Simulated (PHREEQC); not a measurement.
## Leach liquor: an equilibrium model

A solution holds 0.019 mol/kgw HCl, 0.00045 mol/kgw FeSO4 and 0.00076 mol/kgw MgSO4, at 25 °C. Closed to the air; pH follows from the charge balance.

All values are PHREEQC results (ion-association model, phreeqc.dat), not measurements.

No solid was allowed to form.

Task: Estimate the pH.

Result: pH 1.79.

Task: In which forms is Mg present?

Result: Mg+2 96 %, MgSO4 4.2 % of the Mg.

Complexes and solids missing from the database can't appear.
